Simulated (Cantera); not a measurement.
Charge: 1 mol S, 0.08 mol SO₂, 33 mol N₂, 6.8 mol H₂, equilibrated at 14.0 bar.

These are equilibrium values from Cantera (NASA tables, ideal gas, pure condensed phases), not measurements of a reactor. Candidate condensed phases: H₂O, H₂SO₄, S; 35 gas species. The numbers say what is thermodynamically allowed, not how fast it happens. All values below are at 1302 °C.

Base state: N₂ 0.829, H₂ 0.140, H₂S 0.0262, H₂O 0.00402, S₂ 0.000377, SH 0.000156, NH₃ 3.35e-5 (mole fractions); condensed: gas only.

### Question
What changes in the equilibrium state with this change: SO₂ from 0.08 to 0.024 mol?

### Answer
```json
[
 {"species": "N₂", "before": "0.829", "after": "0.829"},
 {"species": "H₂", "before": "0.140", "after": "0.145"},
 {"species": "H₂S", "before": "0.0262", "after": "0.0249"},
 {"species": "H₂O", "before": "0.00402", "after": "0.00121"},
 {"species": "S₂", "before": "0.000377", "after": "0.000322"},
 {"species": "SH", "before": "0.000156", "after": "0.000147"}
]
```
